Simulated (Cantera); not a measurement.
## Gas activation for diamond growth

A perfectly stirred reactor is fed with 2.15 % CH₄, 97.5 % H₂, 0.351 % H, at 2600 Pa; it is held at 1823 K, and followed from long to short residence time.

Cantera simulation using GRI-Mech 3.0 (53 species, 325 reactions); the numbers are that mechanism's predictions, not measurements. GRI-Mech 3.0 stops at C3 and has no aromatics, soot or wall deposition, so with more carbon than oxygen in the feed, carbon stays in small species such as C2H2 where larger ones or solid carbon would form. Radical loss at walls, strong at low pressure, is not modelled.

```csv
τ (s),x CH₄,x H₂,x H,x C₂H₂,x C₂H₆,x CH₂
2.5,0.00358,0.985,0.00254,0.00866,7.92e-8,5.25e-7
0.97,0.00555,0.984,0.00247,0.00764,1.85e-7,7.57e-7
0.37,0.00837,0.983,0.00239,0.00619,4.04e-7,1.04e-6
0.14,0.0119,0.981,0.00232,0.00440,7.81e-7,1.36e-6
0.056,0.0151,0.979,0.00228,0.00273,1.24e-6,1.63e-6
0.022,0.0176,0.978,0.00229,0.00144,1.69e-6,1.88e-6
0.0084,0.0191,0.977,0.00234,0.000639,2.03e-6,2.09e-6
0.0033,0.0199,0.976,0.00240,0.000252,2.22e-6,2.25e-6
0.0013,0.0202,0.976,0.00245,8.25e-5,2.24e-6,2.32e-6
0.00049,0.0203,0.976,0.00248,1.96e-5,2.04e-6,2.29e-6
0.00019,0.0204,0.976,0.00253,3.61e-6,1.57e-6,2.13e-6
```
x: mole fraction; the columns are a selection and need not sum to one.
